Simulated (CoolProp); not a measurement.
Vapour pressure (kPa) of R227EA: the reference equation beside estimates from Tc = 101.8 °C, pc = 2925 kPa, ω = 0.358. Clausius-Clapeyron is anchored at -49.75 °C with a constant enthalpy of vaporisation of 24.70 kJ/mol.

Computed with CoolProp (reference Helmholtz-energy equation of state, Lemmon 2016).

```json
[
 {"T (°C)": "-49.75", "reference": "18.36", "Lee-Kesler": "18.04", "Clausius-Clapeyron": "18.36", "van der Waals": "244.2", "Soave-Redlich-Kwong": "18.22", "Peng-Robinson": "18.79"},
 {"T (°C)": "-44.65", "reference": "24.79", "Lee-Kesler": "24.42", "Clausius-Clapeyron": "24.71", "van der Waals": "278.1", "Soave-Redlich-Kwong": "24.61", "Peng-Robinson": "25.24"},
 {"T (°C)": "-39.55", "reference": "32.94", "Lee-Kesler": "32.54", "Clausius-Clapeyron": "32.81", "van der Waals": "315.0", "Soave-Redlich-Kwong": "32.72", "Peng-Robinson": "33.38"},
 {"T (°C)": "-34.45", "reference": "43.13", "Lee-Kesler": "42.72", "Clausius-Clapeyron": "43.06", "van der Waals": "355.0", "Soave-Redlich-Kwong": "42.87", "Peng-Robinson": "43.53"},
 {"T (°C)": "-29.35", "reference": "55.71", "Lee-Kesler": "55.32", "Clausius-Clapeyron": "55.86", "van der Waals": "398.4", "Soave-Redlich-Kwong": "55.43", "Peng-Robinson": "56.05"},
 {"T (°C)": "-24.25", "reference": "71.06", "Lee-Kesler": "70.73", "Clausius-Clapeyron": "71.70", "van der Waals": "445.1", "Soave-Redlich-Kwong": "70.79", "Peng-Robinson": "71.30"},
 {"T (°C)": "-19.15", "reference": "89.60", "Lee-Kesler": "89.35", "Clausius-Clapeyron": "91.11", "van der Waals": "495.4", "Soave-Redlich-Kwong": "89.35", "Peng-Robinson": "89.70"},
 {"T (°C)": "-14.05", "reference": "111.8", "Lee-Kesler": "111.6", "Clausius-Clapeyron": "114.7", "van der Waals": "549.2", "Soave-Redlich-Kwong": "111.6", "Peng-Robinson": "111.7"},
 {"T (°C)": "-8.95", "reference": "138.0", "Lee-Kesler": "138.1", "Clausius-Clapeyron": "143.1", "van der Waals": "606.8", "Soave-Redlich-Kwong": "137.9", "Peng-Robinson": "137.7"},
 {"T (°C)": "-3.85", "reference": "168.8", "Lee-Kesler": "169.1", "Clausius-Clapeyron": "177.1", "van der Waals": "668.2", "Soave-Redlich-Kwong": "168.9", "Peng-Robinson": "168.2"},
 {"T (°C)": "1.25", "reference": "204.7", "Lee-Kesler": "205.2", "Clausius-Clapeyron": "217.3", "van der Waals": "733.4", "Soave-Redlich-Kwong": "205.1", "Peng-Robinson": "203.8"},
 {"T (°C)": "6.35", "reference": "246.1", "Lee-Kesler": "247.0", "Clausius-Clapeyron": "264.8", "van der Waals": "802.6", "Soave-Redlich-Kwong": "247.0", "Peng-Robinson": "245.0"}
]
```

Absolute difference from the reference over all 12 rows, mean and median: Lee-Kesler 0.7 and 0.4 %, Clausius-Clapeyron 2.4 and 1.3 %, van der Waals 578.1 and 489.6 %, Soave-Redlich-Kwong 0.4 and 0.4 %, Peng-Robinson 0.8 and 0.4 %.
